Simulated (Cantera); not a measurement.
What does this Cantera script print?

```python
import numpy as np
import cantera as ct

gas_names = """
    C CN C2 CCN CNC C2N2 C3 C4 C4N2 C5 N N2 Si SiC SiC2 SiN Si2 Si2C Si2N Si3
""".split()
cond_names = """
    C(gr) Si(cr) Si(L) SiC(b) Si3N4(a)
""".split()


def load(file, names, dense=False):
    # The tables refer to 1 bar. Condensed volumes are neglected.
    table = {s.name: s for s in ct.Species.list_from_file(file)}
    out = []
    for n in names:
        d = dict(table[n].input_data)
        d["thermo"] = dict(d["thermo"], **{"reference-pressure": 1e5})
        if dense:
            d["equation-of-state"] = {"model": "constant-volume", "density": "1e6 g/cm^3"}
        out.append(ct.Species.from_dict(d))
    return out


gas = ct.Solution(thermo="ideal-gas", species=load("nasa_gas.yaml", gas_names))
cond = {s.name: ct.Solution(thermo="fixed-stoichiometry", species=[s], name=s.name)
        for s in load("nasa_condensed.yaml", cond_names, dense=True)}
atoms = {
    'Si3N4': {'Si': 3, 'N': 4},
    'C': {'C': 1},
    'N2': {'N': 2},
}
top_T = {'C(gr)': 4500, 'SiC(b)': 3050, 'Si3N4(a)': 2400}  # K; cautious upper limits of use, not melting points


def equilibrate(T, P, feed):
    n = {}
    for name, mol in feed.items():
        for a, k in atoms[name].items():
            n[a] = n.get(a, 0.0) + k * mol
    gas.TPX = T, P, n
    mass = sum(n.values()) * gas.mean_molecular_weight
    gas.equilibrate("TP")
    valid = [c for c in cond.values() if c.min_temp <= T <= top_T.get(c.name, c.max_temp)]
    mix = ct.Mixture([(gas, mass / gas.mean_molecular_weight)] + [(c, 0.0) for c in valid])
    mix.T, mix.P = T, P
    mix.equilibrate("TP", solver="vcs", rtol=1e-11, max_steps=5000)
    return mix


results = []
feed = {'Si3N4': 1, 'C': 0.26, 'N2': 2.6}  # mol
P = 1.8  # Pa
for T in [1925, 2025, 2125, 2225, 2325, 2425, 2525, 2625, 2725]:
    mix = equilibrate(T, P, feed)
    results.append((T, P, feed, dict(zip(mix.species_names, mix.species_moles))))

top = {s: max(r[3][s] / sum(r[3][g] for g in gas_names) for r in results) for s in gas_names}
cols = sorted((s for s in top if top[s] > 0.001), key=lambda s: -top[s])[:8]
seen = [c for c in cond_names if any(r[3].get(c, 0) > 1e-12 for r in results)]
print("log10 of partial pressures in bar; condensed amounts in mol")
print(f"{'T/K':>10s}" + "".join(f"{s[:9]:>10s}" for s in cols + seen))
for T, P, feed, n in results:
    ng = sum(n[g] for g in gas_names)
    print(f"{T:10.4g}" + "".join(f"{np.log10(max(n[s] / ng * P / 1e5, 1e-99)):10.3f}" for s in cols)
          + "".join(f"{n.get(c, 0):10.4g}" for c in seen))
```

It prints:

```
log10 of partial pressures in bar; condensed amounts in mol
       T/K        N2        Si         C      SiC2      Si2C        CN        C3       Si2    SiC(b)
      1925    -4.947    -5.184   -12.207    -8.648    -6.890   -10.125   -14.276    -7.675    0.2057
      2025    -4.952    -5.185   -10.556    -7.060    -6.702    -8.855   -11.106    -8.095     0.106
      2125    -4.961    -5.175    -9.551    -6.592    -7.001    -8.197    -9.707    -8.452         0
      2225    -4.963    -5.170    -8.828    -6.552    -7.472    -7.787    -9.007    -8.785         0
      2325    -4.964    -5.168    -8.189    -6.563    -7.930    -7.434    -8.437    -9.095         0
      2425    -4.966    -5.166    -7.628    -6.623    -8.376    -7.136    -7.988    -9.380         0
      2525    -4.969    -5.163    -7.155    -6.766    -8.829    -6.906    -7.708    -9.641         0
      2625    -4.973    -5.161    -6.789    -7.040    -9.319    -6.765    -7.661    -9.883         0
      2725    -4.977    -5.161    -6.543    -7.483    -9.869    -6.728    -7.901   -10.110         0
```

These are equilibrium values from Cantera (NASA tables, ideal gas, pure condensed phases), not measurements of a reactor. The tables' values for SiN are old estimates; treat these amounts as uncertain.
